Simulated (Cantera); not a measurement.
## Stirred combustor or abatement burner

A perfectly stirred reactor is fed with CH4 : O2 : N2 : H2O : H2 = 1 : 1.25 : 4.7 : 0.24 : 0.42 (molar parts), at 0.850 bar; it is adiabatic with a 400 K inlet, and is followed from long to short residence time, starting on the burning branch (τ in s: 0.085, 0.024, 0.007, 0.002, 0.00058, 0.00017, 4.8e-05, 1.4e-05, 4e-06).

Computed with Cantera and GRI-Mech 3.0 (53 species, 325 reactions).

```tsv
τ (s)	T (K)	x CH4	x O2	x H2O	x C2H	x C2H4	x H2O2	x NO
0.085	1826	0.00649	0.000666	0.196	1.22e-7	6.66e-5	7.01e-9	4.33e-6
0.024	1823	0.00818	0.00170	0.201	2.21e-7	0.000157	2.07e-8	3.62e-6
0.0070	1803	0.0102	0.00423	0.202	3.13e-7	0.000370	6.13e-8	2.60e-6
0.0020	1710	0.0166	0.0145	0.197	2.03e-7	0.00122	2.55e-7	6.71e-7
0.00058	400	0.131	0.164	0.0315	<1e-12	<1e-12	<1e-12	<1e-12
0.00017	400	0.131	0.164	0.0315	<1e-12	<1e-12	<1e-12	<1e-12
4.8e-5	400	0.131	0.164	0.0315	<1e-12	<1e-12	<1e-12	<1e-12
1.4e-5	400	0.131	0.164	0.0315	<1e-12	<1e-12	<1e-12	<1e-12
4.0e-6	400	0.131	0.164	0.0315	<1e-12	<1e-12	<1e-12	<1e-12
```
x: mole fraction; the columns are a selection and need not sum to one.
